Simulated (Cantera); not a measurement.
An adiabatic, constant-pressure homogeneous reactor starts with H2 : O2 : N2 : NO = 2.3 : 0.333 : 3.67 : 0.0067 (molar parts), at 1725 K and 9.57 atm.

Detailed kinetics in Cantera: GRI-Mech 3.0 (53 species, 325 reactions). The hydrogen kinetics of GRI-Mech 3.0 are dated; newer H2 mechanisms differ, most at raised pressure.

Predict: time of steepest temperature rise; temperature at 7.00 s; equilibrium temperature; x(H2) at 7.00 s; x(O2) at 7.00 s; x(NO) at 7.00 s; x(N2) at 7.00 s; x(H) at 7.00 s; x(N2O) at 7.00 s.


| Property | Value |
|---|---|
| time of steepest temperature rise | 1.54 µs |
| temperature at 7.00 s | 2457 K |
| equilibrium temperature | 2457 K |
| x(H2) at 7.00 s | 0.270 (gas-phase equilibrium 0.270) |
| x(O2) at 7.00 s | 4.17e-7 (gas-phase equilibrium 4.17e-7) |
| x(NO) at 7.00 s | 2.66e-5 (gas-phase equilibrium 2.66e-5) |
| x(N2) at 7.00 s | 0.614 (gas-phase equilibrium 0.614) |
| x(H) at 7.00 s | 0.00349 (gas-phase equilibrium 0.00349) |
| x(N2O) at 7.00 s | 4.05e-9 (gas-phase equilibrium 4.05e-9) |
